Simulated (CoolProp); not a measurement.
Vapour-liquid equilibrium of CHF3 (R23) (1) + R134a (2) at 0.089 MPa; x and y are mole fractions of (1).

Computed with CoolProp (multi-fluid Helmholtz-energy mixture model, Penoncello 2003 and Tillner-Roth 1994; pair parameters Bell 2016).

| x | bubble temperature (K) | y at the bubble point | dew temperature at overall composition x (K) | liquid density (mol/L) |
|---|---|---|---|---|
| 0.05 | 235.4 | 0.375 | 243.3 | 14.02 |
| 0.15 | 222.7 | 0.716 | 241.1 | 14.80 |
| 0.25 | 214.2 | 0.849 | 238.7 | 15.51 |
| 0.35 | 208.2 | 0.912 | 236.1 | 16.18 |
| 0.45 | 203.5 | 0.946 | 233.2 | 16.84 |
| 0.55 | 199.7 | 0.967 | 229.8 | 17.52 |
| 0.65 | 196.6 | 0.980 | 225.8 | 18.20 |
| 0.75 | 194.0 | 0.988 | 220.9 | 18.91 |
| 0.85 | 191.8 | 0.994 | 214.2 | 19.64 |
| 0.95 | 189.8 | 0.998 | 202.8 | 20.38 |

No azeotrope shows between x = 0.05 and 0.95.

Pair parameters are fitted to limited data, so mixtures are less certain than the pure fluids.
